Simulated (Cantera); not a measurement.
An isothermal, constant-pressure homogeneous reactor starts with 19.2 % C₂H₆, 80.7 % N₂, 0.123 % H₂O, at 1400 K and 158 Torr.

Computed with Cantera and GRI-Mech 3.0 (53 species, 325 reactions). GRI-Mech 3.0 stops at C3 and has no aromatics, soot or wall deposition, so with more carbon than oxygen in the feed, carbon stays in small species such as C2H2 where larger ones or solid carbon would form.

**Question.** Predict: x(C₂H₆) at 3.00 s; x(CH₄) at 3.00 s; x(H) at 3.00 s; x(C₂H) at 3.00 s; x(HCN) at 3.00 s.

**Answer.** 
- x(C₂H₆) at 3.00 s = 8.25e-6 (gas-phase equilibrium 3.61e-6)
- x(CH₄) at 3.00 s = 0.0431 (gas-phase equilibrium 0.0202)
- x(H) at 3.00 s = 3.98e-6 (gas-phase equilibrium 5.36e-6)
- x(C₂H) at 3.00 s = 2.08e-9 (gas-phase equilibrium 1.66e-9)
- x(HCN) at 3.00 s = 9.36e-9 (gas-phase equilibrium 0.0946)
